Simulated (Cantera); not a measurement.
A perfectly stirred reactor is fed with C₂H₆ : N₂ = 1 : 130 (molar parts), at 0.00385 atm; it is held at 1648 K, and followed from long to short residence time.

Computed with Cantera and GRI-Mech 3.0 (53 species, 325 reactions). GRI-Mech 3.0 stops at C3 and has no aromatics, soot or wall deposition, so with more carbon than oxygen in the feed, carbon stays in small species such as C2H2 where larger ones or solid carbon would form. Radical loss at walls, strong at low pressure, is not modelled.

Question: Predict: x(C₂H₆) at τ = 5.40 s; x(H) at τ = 5.40 s; x(HCN) at τ = 5.40 s; x(CH₃) at τ = 5.40 s; x(CH₄) at τ = 5.40 s; x(C₂H₆) at τ = 55.0 ms; x(H) at τ = 55.0 ms; x(HCN) at τ = 55.0 ms; x(CH₃) at τ = 55.0 ms; x(CH₄) at τ = 55.0 ms.

Answer: 
* **x(C₂H₆) at τ = 5.40 s**: 5.40e-6
* **x(H) at τ = 5.40 s**: 0.000264
* **x(HCN) at τ = 5.40 s**: 0.000206
* **x(CH₃) at τ = 5.40 s**: 0.000148
* **x(CH₄) at τ = 5.40 s**: 0.000386
* **x(C₂H₆) at τ = 55.0 ms**: 0.000394
* **x(H) at τ = 55.0 ms**: 0.000427
* **x(HCN) at τ = 55.0 ms**: 2.40e-5
* **x(CH₃) at τ = 55.0 ms**: 0.00145
* **x(CH₄) at τ = 55.0 ms**: 0.00119
